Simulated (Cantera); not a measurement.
An adiabatic, constant-pressure homogeneous reactor starts with 11.2 % CH4, 18.7 % O2, 70.1 % N2, at 1175 K and 14.0 bar.

Computed with Cantera and GRI-Mech 3.0 (53 species, 325 reactions). The pressure lies above the range GRI-Mech 3.0 was tuned for (to about 10 atm).

Q: Predict: time of steepest temperature rise; temperature at 10.0 s; equilibrium temperature; x(O2) at 10.0 s; x(H2O) at 10.0 s; x(OH) at 10.0 s.

A: 
* **time of steepest temperature rise**: 4.83 ms
* **temperature at 10.0 s**: 2752 K
* **equilibrium temperature**: 2752 K
* **x(O2) at 10.0 s**: 0.00124 (gas-phase equilibrium 0.00124)
* **x(H2O) at 10.0 s**: 0.184 (gas-phase equilibrium 0.184)
* **x(OH) at 10.0 s**: 0.00575 (gas-phase equilibrium 0.00575)
